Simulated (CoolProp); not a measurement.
Properties of ethylene at several states (Tc = 282.4 K, pc = 5042 kPa, ω = 0.087).

The numbers come from the reference Helmholtz-energy equation of state, Smukala 2000 in CoolProp.

| T (K) | p (kPa) | phase | density (kg/m³) | cp (kJ/(kg K)) | isothermal compressibility (1/MPa) | expansivity (1/kK) | fugacity coefficient |
|---|---|---|---|---|---|---|---|
| 110.7 | 484 | liquid | 646.3 | 2.432 | 0.0007921 | 1.967 | 0.0007812 |
| 236.9 | 9550 | liquid | 476.9 | 2.629 | 0.005073 | 3.638 | 0.1766 |
| 296.6 | 17400 | supercritical | 393.0 | 2.942 | 0.01242 | 4.968 | 0.3435 |
| 292.9 | 332 | gas | 3.903 | 1.545 | 3.075 | 3.635 | 0.9803 |
